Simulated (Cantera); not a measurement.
A diamond (100) surface in a fixed gas of H2 with x(CH4) = 0.0026, x(H) = 0.0003, at 1200 K, 0.160 bar; coverages are run to steady state.

Model: the Harris–Goodwin 1993 mechanism for the reconstructed diamond (100) surface, integrated in Cantera.

One state of this run: growth (µm/h) = 6.03; θ c6HH = 0.497; θ c6H* = 0.0327; θ c6*H = 0.418; θ c6** = 0.0105; θ c6HM = 0.0204. θ: site fractions in the mechanism's names (c6HH fully hydrogenated, c6H* and c6*H radical sites, c6** diradical, c6HM methylated).

Which value of x(CH3) does it belong to?
A. 0.00054
B. 1.5e-05
C. 6e-06
D. 8.9e-05

A, 0.00054
